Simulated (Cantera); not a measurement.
Cantera run:

```python
import numpy as np
import cantera as ct

gas_names = """
    C CH CH2 CH3 CH2OH CH3O CH4 CH3OH CO CO2 COOH C2 C2H CHCO,ketyl C2H2,acetylene C2H2,vinylidene
    CH2CO,ketene C2H3,vinyl CH3CO,acetyl C2H4 C2H4O,ethylen CH3CHO,ethanal CH3COOH (HCOOH)2 C2H5 C2H6
    CH3OCH3 C2H5OH C2O C3 C3H3,propargyl C3H4,allene C3H4,propyne C3H4,cyclo- C3H5,allyl C3H6,propylene
    C3H6,cyclo- C3H6O C3H7,n-propyl C3H7,i-propyl C3H8 C3H8O,1propanol C3H8O,2propanol C3O2 C4 C4H2
    C4H4,1,3-cyclo- C4H6,butadiene C4H6,2-butyne C4H6,cyclo- C4H8,1-butene C4H8,cis2-buten
    C4H8,tr2-butene C4H8,isobutene C4H8,cyclo- (CH3COOH)2 C4H9,n-butyl C4H9,i-butyl C4H9,s-butyl
    C4H9,t-butyl C4H10,isobutane C4H10,n-butane C5 C5H6,1,3cyclo- C5H8,cyclo- C5H10,1-pentene
    C5H10,cyclo- C5H11,pentyl C5H11,t-pentyl C5H12,n-pentane C5H12,i-pentane CH3C(CH3)2CH3 C6H2
    C6H5,phenyl C6H5O,phenoxy C6H6 C6H5OH,phenol C6H10,cyclo- C6H12,1-hexene C6H12,cyclo- C6H13,n-hexyl
    C7H7,benzyl C7H8 C7H8O,cresol C7H14,1-heptene C7H15,n-heptyl C7H16,n-heptane C8H8,styrene
    C8H10,ethylbenz C8H16,1-octene C8H17,n-octyl C8H18,isooctane C8H18,n-octane C9H19,n-nonyl
    C10H8,naphthale C10H21,n-decyl C12H9,o-bipheny C12H10,bipheny H HCO HO2 H2 HCHO,formaldehy HCOOH H2O
    H2O2 O OH O2 O3 Ti TiO TiO2
""".split()
cond_names = """
    C(gr) C6H6(L) C7H8(L) C8H18(L),n-octa H2O(s) H2O(L) Ti(a) Ti(b) Ti(L) TiC(s) TiC(L) TiO(a) TiO(b)
    TiO(L) TiO2(ru) TiO2(L) Ti2O3(a) Ti2O3(b) Ti2O3(L) Ti3O5(a) Ti3O5(b) Ti3O5(L) Ti4O7(s) Ti4O7(L)
""".split()


def load(file, names, dense=False):
    # The tables refer to 1 bar. Condensed volumes are neglected.
    table = {s.name: s for s in ct.Species.list_from_file(file)}
    out = []
    for n in names:
        d = dict(table[n].input_data)
        d["thermo"] = dict(d["thermo"], **{"reference-pressure": 1e5})
        if dense:
            d["equation-of-state"] = {"model": "constant-volume", "density": "1e6 g/cm^3"}
        out.append(ct.Species.from_dict(d))
    return out


gas = ct.Solution(thermo="ideal-gas", species=load("nasa_gas.yaml", gas_names))
cond = {s.name: ct.Solution(thermo="fixed-stoichiometry", species=[s], name=s.name)
        for s in load("nasa_condensed.yaml", cond_names, dense=True)}
atoms = {
    'Ti(OiPr)4': {'Ti': 1, 'C': 12, 'H': 28, 'O': 4},
    'H2O': {'H': 2, 'O': 1},
    'H2': {'H': 2},
}
top_T = {'C(gr)': 4500}  # K; cautious upper limits of use, not melting points


def equilibrate(T, P, feed):
    n = {}
    for name, mol in feed.items():
        for a, k in atoms[name].items():
            n[a] = n.get(a, 0.0) + k * mol
    gas.TPX = T, P, n
    mass = sum(n.values()) * gas.mean_molecular_weight
    gas.equilibrate("TP")
    valid = [c for c in cond.values() if c.min_temp <= T <= top_T.get(c.name, c.max_temp)]
    mix = ct.Mixture([(gas, mass / gas.mean_molecular_weight)] + [(c, 0.0) for c in valid])
    mix.T, mix.P = T, P
    mix.equilibrate("TP", solver="vcs", rtol=1e-11, max_steps=5000)
    return mix


results = []
feed = {'Ti(OiPr)4': 1, 'H2O': 16, 'H2': 1.2}  # mol
P = 13332.2  # Pa
for T in [1348, 1398, 1448, 1498, 1548, 1598, 1648, 1698, 1748, 1798, 1848, 1898, 1948, 1998]:
    mix = equilibrate(T, P, feed)
    results.append((T, P, feed, dict(zip(mix.species_names, mix.species_moles))))

top = {s: max(r[3][s] / sum(r[3][g] for g in gas_names) for r in results) for s in gas_names}
cols = sorted((s for s in top if top[s] > 1e-05), key=lambda s: -top[s])[:8]
seen = [c for c in cond_names if any(r[3].get(c, 0) > 1e-12 for r in results)]
print("log10 of partial pressures in bar; condensed amounts in mol")
print(f"{'T/K':>10s}" + "".join(f"{s[:9]:>10s}" for s in cols + seen))
for T, P, feed, n in results:
    ng = sum(n[g] for g in gas_names)
    print(f"{T:10.4g}" + "".join(f"{np.log10(max(n[s] / ng * P / 1e5, 1e-99)):10.3f}" for s in cols)
          + "".join(f"{n.get(c, 0):10.4g}" for c in seen))
```

Output:

```
log10 of partial pressures in bar; condensed amounts in mol
       T/K        H2        CO       H2O       CO2         H        OH  TiO2(ru)  Ti4O7(s)  Ti4O7(L)
      1348    -1.091    -1.471    -1.816    -2.488    -6.181    -8.699         1         0         0
      1398    -1.093    -1.468    -1.810    -2.520    -5.871    -8.293         1         0         0
      1448    -1.094    -1.466    -1.804    -2.551    -5.582    -7.916         1         0         0
      1498    -1.095    -1.463    -1.799    -2.579    -5.312    -7.564         1         0         0
      1548    -1.096    -1.461    -1.795    -2.606    -5.059    -7.235         1         0         0
      1598    -1.096    -1.460    -1.791    -2.631    -4.822    -6.926         1         0         0
      1648    -1.097    -1.458    -1.788    -2.655    -4.599    -6.637         1         0         0
      1698    -1.098    -1.457    -1.785    -2.677    -4.389    -6.365         1         0         0
      1748    -1.098    -1.456    -1.782    -2.697    -4.190    -6.108         1         0         0
      1798    -1.099    -1.455    -1.780    -2.717    -4.003    -5.866         1         0         0
      1848    -1.100    -1.454    -1.778    -2.735    -3.825    -5.637         1         0         0
      1898    -1.100    -1.453    -1.777    -2.753    -3.657    -5.421         1         0         0
      1948    -1.102    -1.453    -1.771    -2.764    -3.498    -5.211    0.7777   0.05558         0
      1998    -1.106    -1.453    -1.756    -2.764    -3.348    -5.000         0         0      0.25
```

Equilibrium computed with Cantera from the NASA thermochemical tables; the gas is ideal and each condensed phase is pure. The feed counts by its element totals alone. Mutual solubility and eutectic melting of coexisting phases are not modelled. Condensed phases not in the tables: Magnéli phases beyond Ti4O7. Gases not in the tables: TiO(OH)2.
